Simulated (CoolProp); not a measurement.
A simple Rankine cycle with water: condensing at 296.15 K, boiler at 0.105 MPa, turbine inlet 414 K, turbine efficiency 0.65, pump efficiency 0.8, no recuperator. Each further row changes one setting.

Computed with CoolProp (reference Helmholtz-energy equation of state, Wagner 2002).

| case | thermal efficiency (%) | net work (kJ/kg) | heat in (kJ/kg) | turbine exit temperature (K) | volume ratio over the turbine |
|---|---|---|---|---|---|
| as stated | 12.9 | 342 | 2660 | 296.2 | 25.5 |
| turbine inlet 434 K | [?] | 350 | 2700 | 296.2 | 24.7 |
| condensing temperature 288.15 K | 14.1 | [?] | 2690 | 288.1 | 40.6 |
| boiler pressure 0.0735 MPa | 11.7 | 311 | 2660 | 296.2 | [?] |
| turbine efficiency 0.55 | 10.9 | 290 | 2660 | 296.2 | 26.1 |

### Question
What belongs in the gaps?

### Answer

- turbine inlet 434 K, thermal efficiency (%): 13.0
- condensing temperature 288.15 K, net work (kJ/kg): 380
- boiler pressure 0.0735 MPa, volume ratio over the turbine: 18.1

The expansion ends wet for: as stated; turbine inlet 434 K; condensing temperature 288.15 K; boiler pressure 0.0735 MPa; turbine efficiency 0.55.
